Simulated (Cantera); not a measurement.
Input: 1 mol Fe(CO)5, 0.41 mol CO, 1.6 mol H2, equilibrated at 650 °C and 4.70 bar.

Cantera equilibrium calculation (NASA polynomials, part measured and part estimated; ideal gas, pure solids and liquids). Candidate condensed phases: C, C6H6, C7H8, C8H18, Fe, Fe(CO)5, FeO, Fe(OH)2, Fe(OH)3, Fe2O3, Fe3O4, H2O; 114 gas species. The tables' stoichiometric FeO is somewhat more stable than real wüstite, so its field is too wide. FeO: taken at fixed stoichiometry. Equilibrium is a limit: real reactors are often held back by kinetics, nucleation or transport.

Base state: CO2 0.421, H2O 0.208, H2 0.170, CO 0.169, CH4 0.0317 (mole fractions); condensed: C(graphite) + FeO(s).

What changes in the equilibrium state with this change: H2 from 1.6 to 6 mol?


| species | before | after |
|---|---|---|
| H2 | 0.170 | 0.356 |
| H2O | 0.208 | 0.258 |
| CO2 | 0.421 | 0.148 |
| CH4 | 0.0317 | 0.138 |
| CO | 0.169 | 0.100 |
| C(graphite), mol | 3.16 | 2.81 |
| FeO(s), mol | 1.00 | 1.00 |
